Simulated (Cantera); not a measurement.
**Equilibrium for aluminium nitride and oxide growth: Al + N2O + N2**

A closed system holds: 1 mol Al, 3.4 mol N2O, 160 mol N2, held at 19.0 Pa.

Equilibrium computed with Cantera from the NASA thermochemical tables; the gas is ideal and each condensed phase is pure. Candidate condensed phases: Al, AlN, Al2O3; 16 gas species. Rates play no part.

| T (K) | log p N2 | log p O2 | log p O | log p NO | log p AlO | log p N | log p Al | log p NO2 | n Al2O3(s) |
|---|---|---|---|---|---|---|---|---|---|
| 998 | -3.72 | -5.96 | -12.81 | -8.97 | <-15 | <-15 | <-15 | -12.87 | 0.500 |
| 1073 | -3.72 | -5.96 | -11.88 | -8.63 | <-15 | <-15 | <-15 | -12.75 | 0.500 |
| 1148 | -3.72 | -5.96 | -11.08 | -8.34 | <-15 | <-15 | <-15 | -12.64 | 0.500 |
| 1223 | -3.72 | -5.96 | -10.37 | -8.09 | <-15 | <-15 | <-15 | -12.54 | 0.500 |
| 1298 | -3.72 | -5.96 | -9.75 | -7.86 | <-15 | <-15 | <-15 | -12.46 | 0.500 |
| 1373 | -3.72 | -5.96 | -9.19 | -7.66 | <-15 | <-15 | <-15 | -12.39 | 0.500 |
| 1448 | -3.72 | -5.97 | -8.69 | -7.48 | <-15 | -15.68 | <-15 | -12.32 | 0.500 |
| 1523 | -3.72 | -5.97 | -8.24 | -7.32 | <-15 | -14.83 | <-15 | -12.27 | 0.500 |
| 1598 | -3.72 | -5.98 | -7.84 | -7.18 | <-15 | -14.06 | <-15 | -12.22 | 0.500 |
| 1673 | -3.72 | -5.98 | -7.47 | -7.05 | -14.53 | -13.35 | <-15 | -12.17 | 0.500 |
| 1748 | -3.72 | -6.00 | -7.13 | -6.93 | -13.34 | -12.71 | -15.53 | -12.14 | 0.500 |
| 1823 | -3.72 | -6.02 | -6.83 | -6.83 | -12.25 | -12.12 | -14.10 | -12.12 | 0.500 |
| 1898 | -3.72 | -6.06 | -6.56 | -6.75 | -11.24 | -11.58 | -12.78 | -12.12 | 0.500 |
| 1973 | -3.72 | -6.12 | -6.33 | -6.68 | -10.30 | -11.08 | -11.53 | -12.14 | 0.500 |
log p: log10 of the partial pressure in bar; n: condensed amount in mol.

From 998 K to 1973 K the condensed part is Al2O3(s).
